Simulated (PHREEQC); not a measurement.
Consider water at 25 °C with 2.7 mmol/kgw TMAH and 1.3 mmol/kgw Na2SiO3. Closed to the air; pH follows from the charge balance.

Equilibrium calculation in PHREEQC: ion-association model, wateq4f.dat.

```tsv
quantity	before	after
pH	11.56	10.98
ionic strength (mol/kgw)	0.00534	0.00704
```

Problem. Name the change that produced these shifts.
A) Na2SiO3 from 0.0013 to 0.0065 mol/kgw
B) Na2SiO3 left out
C) 0.0015 mol/kgw (NH4)2HPO4 added
D) Na2SiO3 replaced by (NH4)2SiF6 at the same molality
E) temperature from 25 to 75 °C

Solution. C, 0.0015 mol/kgw (NH4)2HPO4 added

This is a speciation only: nothing precipitates in the calculation. (CH3)4N+ isn't in the database: it is added as a free cation with an ion size of 4 Å. H3PO4, which wateq4f.dat lacks, is added to it with the constant of phreeqc.dat.
